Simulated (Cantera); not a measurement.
A perfectly stirred reactor is fed with H₂ : O₂ : N₂ = 0.032 : 1 : 3.6 (molar parts), at 0.0326 atm; it is held at 975 K, and followed from long to short residence time.

Computed with Cantera and the H2/O2 subset of GRI-Mech 3.0, which has no nitrogen chemistry. Radical loss at walls, strong at low pressure, is not modelled.

One state of this run: x H₂ = 0.000787; x O₂ = 0.213; x HO₂ = 2.68e-6; x OH = 0.000205; x H₂O₂ = 9.21e-8; x H₂O = 0.00592. x: mole fraction; the columns are a selection and need not sum to one.

Which value of τ (s) does it belong to?
A. 0.28
B. 0.16
C. 0.019
D. 0.056

D, 0.056
